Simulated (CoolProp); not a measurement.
Properties of R236EA along the isotherm 307.4 K.

The numbers come from the reference Helmholtz-energy equation of state, Rui 2013 in CoolProp.

```
p (kPa)   phase  viscosity (µPa s)  Prandtl number
-------  ------  -----------------  --------------
462      liquid                339            5.64
923      liquid                342            5.66
1380     liquid                345            5.69
1850     liquid                349            5.71
2310     liquid                352            5.73
2770     liquid                355            5.75
3230     liquid                358            5.77
3690     liquid                361            5.79
4150     liquid                365            5.82
4620     liquid                368            5.84
5080     liquid                371            5.86
5540     liquid                374            5.88
6000     liquid                377            5.91
```

Viscosity comes from a separate model (Huber 2003), an estimate that may be off by 10 % or more. Thermal conductivity comes from a separate model (Huber 2003), an estimate that may be off by 10 % or more.
